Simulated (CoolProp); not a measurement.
Dry air along the isobar 17.8 MPa: fugacity coefficient from the reference equation and from simpler models built on Tc = 132.5 K, pc = 3.786 MPa, ω = 0.034; each cubic takes its own stable root.

Values from CoolProp's reference Helmholtz-energy equation of state, Lemmon 2000. It is a pseudo-pure fit of the blend.

| T (K) | phase | reference |
|---|---|---|
| 87.9 | liquid | 0.02710 |
| 111.1 | liquid | 0.1161 |
| 134.2 | supercritical | 0.2690 |
| 157.4 | supercritical | 0.4481 |
| 180.6 | supercritical | 0.6110 |
| 203.8 | supercritical | 0.7377 |
| 227 | supercritical | 0.8300 |
| 250.1 | supercritical | 0.8960 |
| 273.3 | supercritical | 0.9439 |
| 296.5 | supercritical | 0.9788 |
| 319.7 | supercritical | 1.004 |
| 342.9 | supercritical | 1.023 |

### Question
How far does each simpler model (van der Waals, Peng-Robinson) lie from the reference over these 12 states: mean and median of the absolute difference, and the worst?

### Answer
- van der Waals: mean 30.2 %, median 7.2 %, worst +216.2 % at 87.9 K and 17.8 MPa
- Peng-Robinson: mean 5.3 %, median 4.8 %, worst -10.7 % at 87.9 K and 17.8 MPa
